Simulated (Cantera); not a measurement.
Input: 1 mol Al, 0.018 mol CO2, 2.6 mol N2, equilibrated at 1.10 bar.

These are equilibrium values from Cantera (NASA tables, ideal gas, pure condensed phases), not measurements of a reactor. Candidate condensed phases: Al, AlN, Al2O3, C; 32 gas species. Mutual solubility and eutectic melting of coexisting phases are not modelled. Rates play no part.

Question: Which condensed phases are stable at each of these points (T (°C)): 552, 652, 752, 852, 952, 1052, 1152, 1252, 1352?

Answer: 
```
T (°C)                 condensed phases  Al condensed (%)
------  -------------------------------  ----------------
552     AlN(s) + Al2O3(s) + C(graphite)             100.0
652     AlN(s) + Al2O3(s) + C(graphite)             100.0
752     AlN(s) + Al2O3(s) + C(graphite)             100.0
852     AlN(s) + Al2O3(s) + C(graphite)             100.0
952     AlN(s) + Al2O3(s) + C(graphite)             100.0
1052    AlN(s) + Al2O3(s) + C(graphite)             100.0
1152    AlN(s) + Al2O3(s) + C(graphite)             100.0
1252                  AlN(s) + Al2O3(s)             100.0
1352                  AlN(s) + Al2O3(s)             100.0
```

From 552 °C to 1152 °C the condensed part is AlN(s) + Al2O3(s) + C(graphite). From 1252 °C to 1352 °C the condensed part is AlN(s) + Al2O3(s).
